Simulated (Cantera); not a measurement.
A perfectly stirred reactor is fed with 3.30 % CH4, 2.31 % C2H6, 16.9 % O2, 63.3 % N2, 14.2 % CO2, equivalence ratio 0.87, at 9.87 atm; it is adiabatic with a 773 K inlet, and is followed from long to short residence time, starting on the burning branch (τ in s: 0.034, 0.018, 0.0092, 0.0048, 0.0025, 0.0013, 0.00068, 0.00035, 0.00018, 9.5e-05, 5e-05, 2.6e-05).

Cantera simulation using GRI-Mech 3.0 (53 species, 325 reactions); the numbers are that mechanism's predictions, not measurements.

Problem. Predict: blow-out, bracketed by the residence times tried; x(CH4) at τ = 34.0 ms; x(C2H6) at τ = 34.0 ms; x(O2) at τ = 34.0 ms; x(NO) at τ = 34.0 ms; x(NO2) at τ = 34.0 ms; x(CH4) at τ = 0.680 ms; x(C2H6) at τ = 0.680 ms; x(O2) at τ = 0.680 ms; x(NO) at τ = 0.680 ms; x(NO2) at τ = 0.680 ms.

Solution. 
| Quantity | Value |
|---|---|
| blow-out, bracketed by the residence times tried | burning at 50.0 µs, out at 26.0 µs |
| x(CH4) at τ = 34.0 ms | 1.23e-6 |
| x(C2H6) at τ = 34.0 ms | 9.79e-8 |
| x(O2) at τ = 34.0 ms | 0.0221 |
| x(NO) at τ = 34.0 ms | 0.000692 |
| x(NO2) at τ = 34.0 ms | 9.90e-7 |
| x(CH4) at τ = 0.680 ms | 2.98e-5 |
| x(C2H6) at τ = 0.680 ms | 3.84e-6 |
| x(O2) at τ = 0.680 ms | 0.0260 |
| x(NO) at τ = 0.680 ms | 8.03e-5 |
| x(NO2) at τ = 0.680 ms | 2.08e-7 |
